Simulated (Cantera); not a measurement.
Thermodynamics of boron, boron nitride and boron oxide, feed B₂O₃ + H₂ + N₂

Input: 1 mol B₂O₃, 11 mol H₂, 32 mol N₂, equilibrated at 850 K and 23.0 mbar.

Method: chemical equilibrium by Gibbs-energy minimisation in Cantera with the NASA 1993 tables (ideal gas, pure condensed phases). Candidate condensed phases: B, BN, B₂O₃, B₃O₃H₃, H₂O; 39 gas species. N₂ is the only nitrogen source here; it is nearly inert below about 1500 K, so the nitride shown seldom forms there in practice. The numbers say what is thermodynamically allowed, not how fast it happens.

| Property | Result |
|---|---|
| x(N₂) | 0.744 |
| x(H₂) | 0.255 |
| x(H₂O) | 0.000664 |
| x(NH₃) | 4.75e-6 |
| n(BN(s)) | 0.0190 mol |
| n(B₂O₃(l)) | 0.990 mol |
| gas amount | 42.99 mol |
| log10 activity of B(s) (absent) | -9.93 |
| log10 activity of B₃O₃H₃(s) (absent) | -19.01 |
